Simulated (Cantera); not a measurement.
A Cantera script and what it prints.

```python
import numpy as np
import cantera as ct

gas_names = [...]  # 110 gases of nasa_gas.yaml made of C, H, O
cond_names = """
    C(gr) C6H6(L) C7H8(L) C8H18(L),n-octa H2O(s) H2O(L)
""".split()


# ... load() reads the species with a 1 bar reference pressure and builds the phases ...
atoms = {
    'CH4': {'C': 1, 'H': 4},
    'CO2': {'C': 1, 'O': 2},
}
top_T = {'C(gr)': 4500}  # K; cautious upper limits of use, not melting points


# ... equilibrate(T, P, feed) seeds the gas with the atoms and calls Mixture.equilibrate('TP', solver="vcs", rtol=1e-11, max_steps=5000) ...
results = []
feed = {'CH4': 1, 'CO2': 0.074}  # mol
T = 1675  # K
P = 10000  # Pa
mix = equilibrate(T, P, feed)
results.append((T, P, feed, dict(zip(mix.species_names, mix.species_moles))))
print(gas.report(threshold=0.001))
for i in range(1, mix.n_phases):
    print(f"{mix.phase(i).name:16s} {mix.phase_moles(i):12.5e} mol")
```

It prints:

```
       temperature   1675 K
          pressure   10000 Pa
           density   0.0027352 kg/m^3
  mean mol. weight   3.8093 kg/kmol
   phase of matter   gas

                          1 kg             1 kmol
                     ---------------   ---------------
          enthalpy        9.1169e+06        3.4729e+07  J
   internal energy        5.4609e+06        2.0802e+07  J
           entropy             54758        2.0859e+05  J/K
    Gibbs function       -8.2602e+07       -3.1466e+08  J
 heat capacity c_p              8721             33221  J/K
 heat capacity c_v            6538.4             24906  J/K

                      mass frac. Y      mole frac. X     chem. pot. / RT
                     ---------------   ---------------   ---------------
                CO           0.50658          0.068893           -40.028
                H2            0.4925           0.93059           -21.305
     [ +108 minor]        0.00092574        0.00051732

C(gr)             9.25549e-01 mol
```

Cantera equilibrium calculation (NASA polynomials, part measured and part estimated; ideal gas, pure solids and liquids).
